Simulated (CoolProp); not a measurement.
The numbers come from the reference Helmholtz-energy equation of state, Thol 2017 in CoolProp.

Q: Give the vapour pressure (MPa), liquid density (kg/m³), vapour density (kg/m³), enthalpy of vaporisation (kJ/kg) of saturated octamethyltrisiloxane (MDM) at 118.15 °C.

A: 
```tsv
T (°C)	p (MPa)	liquid density (kg/m³)	vapour density (kg/m³)	enthalpy of vaporisation (kJ/kg)
118.15	0.0373	716	2.81	167
```
